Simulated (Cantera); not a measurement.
Cantera with NASA thermochemical tables; ideal gases at 1 bar, condensed phases pure. Values are per mole of reaction as written; species without (g) are pure solids or liquids, kept so even where they would boil at 1 bar. The tables' values for SiF2 are old estimates.

6 SiF2(g) + Si3N4 ⇌ 4 NF3(g) + 9 Si(g)

```csv
T (K),ΔH° (kJ),ΔS° (J/K),ΔG° (kJ),log10 K
300,7795.2,902.9,7524.3,-1310.08
1773,7822.8,948.1,6141.8,-180.94
1848,7823.4,948.5,6070.6,-171.59
1923,7824.1,948.8,5999.5,-162.96
1998,___,___,___,___
2073,___,___,___,___
```

**Question.** Some entries are withheld; supply them.

**Answer.** 
- 1998, ΔH° (kJ): 7824.8
- 1998, ΔS° (J/K): 949.2
- 1998, ΔG° (kJ): 5928.3
- 1998, log10 K: -154.98
- 2073, ΔH° (kJ): 7825.5
- 2073, ΔS° (J/K): 949.5
- 2073, ΔG° (kJ): 5857.1
- 2073, log10 K: -147.58
